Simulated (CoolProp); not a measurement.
Vapour pressure (kPa) of hexamethyldisiloxane (MM): the reference equation beside estimates from Tc = 518.7 K, pc = 1931 kPa, ω = 0.418. Clausius-Clapeyron is anchored at 310.7 K with a constant enthalpy of vaporisation of 36.24 kJ/mol.

The numbers come from the reference Helmholtz-energy equation of state, Thol 2016 in CoolProp.

| T (K) | reference | Lee-Kesler | Clausius-Clapeyron | van der Waals | Redlich-Kwong | Soave-Redlich-Kwong | Peng-Robinson |
|---|---|---|---|---|---|---|---|
| 261.9 | 0.6422 | 0.6323 | 0.7476 | 57.32 | 4.990 | 0.6473 | 0.7177 |
| 278.2 | 1.850 | 1.813 | 1.982 | 85.04 | 10.96 | 1.846 | 1.992 |
| 294.4 | 4.596 | 4.503 | 4.694 | 120.8 | 21.52 | 4.561 | 4.817 |
| 310.7 | 10.21 | 10.03 | 10.21 | 166.1 | 38.85 | 10.11 | 10.49 |
| 327 | 20.55 | 20.31 | 20.54 | 221.9 | 65.26 | 20.38 | 20.86 |
| 343.2 | 38.00 | 37.76 | 38.53 | 288.6 | 103.0 | 37.78 | 38.26 |
| 359.5 | 65.87 | 65.80 | 68.53 | 367.9 | 155.2 | 65.76 | 66.02 |
| 375.8 | 107.8 | 108.2 | 116.0 | 460.3 | 224.3 | 108.1 | 107.8 |
| 392 | 167.5 | 168.7 | 187.3 | 565.9 | 312.3 | 168.9 | 167.7 |
| 408.3 | 250.5 | 252.8 | 291.9 | 686.7 | 422.8 | 253.9 | 251.2 |

Absolute difference from the reference over all 10 rows, mean and median: Lee-Kesler 1.1 and 1.0 %, Clausius-Clapeyron 6.7 and 5.6 %, van der Waals 2021.4 and 819.6 %, Redlich-Kwong 260.6 and 194.3 %, Soave-Redlich-Kwong 0.7 and 0.8 %, Peng-Robinson 3.0 and 1.1 %.
